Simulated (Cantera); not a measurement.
An isothermal, constant-pressure homogeneous reactor starts with 4.17 % C₂H₆, 95.8 % N₂, at 1600 K and 0.00987 atm.

Cantera simulation using GRI-Mech 3.0 (53 species, 325 reactions); the numbers are that mechanism's predictions, not measurements. GRI-Mech 3.0 stops at C3 and has no aromatics, soot or wall deposition, so with more carbon than oxygen in the feed, carbon stays in small species such as C2H2 where larger ones or solid carbon would form. Radical loss at walls, strong at low pressure, is not modelled.

**Question.** Predict: x(C₂H₆) at 40.0 s; x(H₂) at 40.0 s; x(CH₄) at 40.0 s; x(C₂H) at 40.0 s; x(HCN) at 40.0 s; x(H) at 40.0 s; x(CH₃) at 40.0 s.

**Answer.** 
```
Item                                                   Value
-----------------  -----------------------------------------
x(C₂H₆) at 40.0 s   2.35e-9 (gas-phase equilibrium 3.21e-12)
x(H₂) at 40.0 s        0.0765 (gas-phase equilibrium 0.0768)
x(CH₄) at 40.0 s    0.000250 (gas-phase equilibrium 7.09e-6)
x(C₂H) at 40.0 s     2.47e-7 (gas-phase equilibrium 7.71e-8)
x(HCN) at 40.0 s      1.24e-5 (gas-phase equilibrium 0.0536)
x(H) at 40.0 s     0.000147 (gas-phase equilibrium 0.000152)
x(CH₃) at 40.0 s     9.72e-6 (gas-phase equilibrium 2.84e-7)
```
